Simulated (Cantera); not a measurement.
What does this Cantera script print?

```python
import numpy as np
import cantera as ct

gas_names = """
    B BH BH2 BH3 BO BO2 B2 B2O B2O2 B2O3 B3O3H3 H HBO HBO2 HO2 H2 H2O H2O2 H3B3O6 O OH O2 O3
""".split()
cond_names = """
    B(b) B(L) B2O3(L) B3O3H3(cr) H2O(s) H2O(L)
""".split()


# ... load() reads the species with a 1 bar reference pressure and builds the phases ...
atoms = {
    'B2H6': {'B': 2, 'H': 6},
    'O2': {'O': 2},
}
top_T = {}  # K; cautious upper limits of use, not melting points


# ... equilibrate(T, P, feed) seeds the gas with the atoms and calls Mixture.equilibrate('TP', solver="vcs", rtol=1e-11, max_steps=5000) ...
results = []
feed = {'B2H6': 1, 'O2': 2.4}  # mol
T = 950  # K
P = 133.322  # Pa
mix = equilibrate(T, P, feed)
results.append((T, P, feed, dict(zip(mix.species_names, mix.species_moles))))
print(gas.report(threshold=1e-06))
for i in range(1, mix.n_phases):
    print(f"{mix.phase(i).name:16s} {mix.phase_moles(i):12.5e} mol")
```

It prints:

```
       temperature   950 K
          pressure   133.32 Pa
           density   0.00019729 kg/m^3
  mean mol. weight   11.688 kg/kmol
   phase of matter   gas

                          1 kg             1 kmol
                     ---------------   ---------------
          enthalpy       -1.0632e+07       -1.2427e+08  J
   internal energy       -1.1307e+07       -1.3216e+08  J
           entropy             22686        2.6517e+05  J/K
    Gibbs function       -3.2184e+07       -3.7617e+08  J
 heat capacity c_p            3126.7             36546  J/K
 heat capacity c_v            2415.4             28232  J/K

                      mass frac. Y      mole frac. X     chem. pot. / RT
                     ---------------   ---------------   ---------------
              HBO2        0.00068956        0.00018395           -117.89
                H2          0.069006           0.40009           -24.916
               H2O            0.9234           0.59912           -62.454
            H3B3O6         0.0069031        0.00061382           -353.68
     [  +19 minor]        2.7611e-09        1.0155e-08

B(b)              0.00000e+00 mol
B2O3(L)           9.96963e-01 mol
B3O3H3(cr)        0.00000e+00 mol
```

These are equilibrium values from Cantera (NASA tables, ideal gas, pure condensed phases), not measurements of a reactor. The feed counts by its element totals alone. Gases not in the tables: H3BO3.
